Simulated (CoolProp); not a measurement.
Propylene along the isotherm 575 K: Z from the reference equation and from simpler models built on Tc = 364.2 K, pc = 4.555 MPa, ω = 0.146; each cubic takes its own stable root.

Values from CoolProp's reference Helmholtz-energy equation of state, Lemmon 2013.

```json
[
 {"p (MPa)": "3.04", "phase": "gas", "reference": "0.9550"},
 {"p (MPa)": "6.07", "phase": "supercritical", "reference": "0.9161"},
 {"p (MPa)": "9.11", "phase": "supercritical", "reference": "0.8847"},
 {"p (MPa)": "12.1", "phase": "supercritical", "reference": "0.8633"},
 {"p (MPa)": "15.2", "phase": "supercritical", "reference": "0.8531"},
 {"p (MPa)": "18.2", "phase": "supercritical", "reference": "0.8555"},
 {"p (MPa)": "21.3", "phase": "supercritical", "reference": "0.8692"},
 {"p (MPa)": "24.3", "phase": "supercritical", "reference": "0.8909"},
 {"p (MPa)": "27.3", "phase": "supercritical", "reference": "0.9187"},
 {"p (MPa)": "30.4", "phase": "supercritical", "reference": "0.9518"},
 {"p (MPa)": "33.4", "phase": "supercritical", "reference": "0.9869"},
 {"p (MPa)": "36.4", "phase": "supercritical", "reference": "1.024"},
 {"p (MPa)": "39.5", "phase": "supercritical", "reference": "1.064"},
 {"p (MPa)": "42.5", "phase": "supercritical", "reference": "1.104"},
 {"p (MPa)": "45.5", "phase": "supercritical", "reference": "1.145"}
]
```

### Question
How far does each simpler model (van der Waals, Redlich-Kwong, Soave-Redlich-Kwong, Peng-Robinson) lie from the reference over these 15 states: mean and median of the absolute difference, and the worst?

### Answer
- van der Waals: mean 6.1 %, median 6.5 %, worst +12.2 % at 575 K and 45.5 MPa
- Redlich-Kwong: mean 1.5 %, median 1.3 %, worst -2.4 % at 575 K and 12.1 MPa
- Soave-Redlich-Kwong: mean 4.9 %, median 5.4 %, worst +6.8 % at 575 K and 21.3 MPa
- Peng-Robinson: mean 1.2 %, median 0.7 %, worst -3.8 % at 575 K and 45.5 MPa
